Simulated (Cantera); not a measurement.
A Cantera script and what it prints.

```python
import numpy as np
import cantera as ct

gas_names = [...]  # 116 gases of nasa_gas.yaml made of C, H, Mg, O
cond_names = """
    C(gr) C6H6(L) C7H8(L) C8H18(L),n-octa H2O(s) H2O(L) Mg(cr) Mg(L) MgCO3(s) MgO(s) MgO(L) MgO2H2(s)
""".split()


# ... load() reads the species with a 1 bar reference pressure and builds the phases ...
atoms = {
    'MgCO3': {'Mg': 1, 'C': 1, 'O': 3},
    'CO2': {'C': 1, 'O': 2},
    'H2': {'H': 2},
}
top_T = {'C(gr)': 4500}  # K; cautious upper limits of use, not melting points


# ... equilibrate(T, P, feed) seeds the gas with the atoms and calls Mixture.equilibrate('TP', solver="vcs", rtol=1e-11, max_steps=5000) ...
results = []
feed = {'MgCO3': 1, 'CO2': 2.6, 'H2': 0.31}  # mol
P = 1000  # Pa
for T in [1398, 1448, 1498, 1548, 1598, 1648, 1698, 1748, 1798, 1848, 1898]:
    mix = equilibrate(T, P, feed)
    results.append((T, P, feed, dict(zip(mix.species_names, mix.species_moles))))

top = {s: max(r[3][s] / sum(r[3][g] for g in gas_names) for r in results) for s in gas_names}
cols = sorted((s for s in top if top[s] > 1e-06), key=lambda s: -top[s])[:8]
seen = [c for c in cond_names if any(r[3].get(c, 0) > 1e-12 for r in results)]
print("log10 of partial pressures in bar; condensed amounts in mol")
print(f"{'T/K':>10s}" + "".join(f"{s[:9]:>10s}" for s in cols + seen))
for T, P, feed, n in results:
    ng = sum(n[g] for g in gas_names)
    print(f"{T:10.4g}" + "".join(f"{np.log10(max(n[s] / ng * P / 1e5, 1e-99)):10.3f}" for s in cols)
          + "".join(f"{n.get(c, 0):10.4g}" for c in seen))
```

Result:

```
log10 of partial pressures in bar; condensed amounts in mol
       T/K       CO2        CO       H2O        H2        O2        OH         H         O    MgO(s)
      1398    -2.073    -3.119    -3.119    -4.499    -9.956    -7.899    -7.574   -11.016         1
      1448    -2.073    -3.117    -3.117    -4.536    -9.235    -7.508    -7.303   -10.327         1
      1498    -2.074    -3.116    -3.116    -4.570    -8.562    -7.143    -7.050    -9.685         1
      1548    -2.074    -3.115    -3.115    -4.601    -7.933    -6.802    -6.812    -9.084         1
      1598    -2.074    -3.114    -3.114    -4.631    -7.344    -6.482    -6.589    -8.521         1
      1648    -2.074    -3.113    -3.113    -4.658    -6.791    -6.182    -6.379    -7.992         1
      1698    -2.074    -3.112    -3.113    -4.683    -6.272    -5.900    -6.181    -7.495         1
      1748    -2.074    -3.110    -3.113    -4.706    -5.784    -5.635    -5.994    -7.027         1
      1798    -2.075    -3.106    -3.113    -4.725    -5.330    -5.386    -5.816    -6.588         1
      1848    -2.076    -3.097    -3.114    -4.738    -4.912    -5.154    -5.644    -6.179         1
      1898    -2.079    -3.078    -3.117    -4.740    -4.539    -4.941    -5.477    -5.802         1
```

Equilibrium computed with Cantera from the NASA thermochemical tables; the gas is ideal and each condensed phase is pure.
